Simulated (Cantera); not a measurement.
Charge: 1 mol Mg(OH)2, 0.94 mol CO2, 0.022 mol H2, equilibrated at 1675 K and 100000 Pa.

Method: chemical equilibrium by Gibbs-energy minimisation in Cantera with the NASA 1993 tables (ideal gas, pure condensed phases). Candidate condensed phases: C, C6H6, C7H8, C8H18, H2O, Mg, MgCO3, MgO, Mg(OH)2; 116 gas species. Kinetics and transport are ignored.

Base state: H2O 0.518, CO2 0.471, CO 0.00845, H2 0.00281, OH 5.49e-5 (mole fractions); condensed: MgO(s).

### Question
What changes in the equilibrium state with this change: CO2 from 0.94 to 0.039 mol?

### Answer
```json
[
 {"species": "H2O", "before": "0.518", "after": "0.945"},
 {"species": "CO2", "before": "0.471", "after": "0.0345"},
 {"species": "H2", "before": "0.00281", "after": "0.0185"},
 {"species": "CO", "before": "0.00845", "after": "0.00224"},
 {"species": "H", "before": "6.15e-6", "after": "1.58e-5"},
 {"species": "MgO(s), mol", "before": "1.000", "after": "1.000"}
]
```
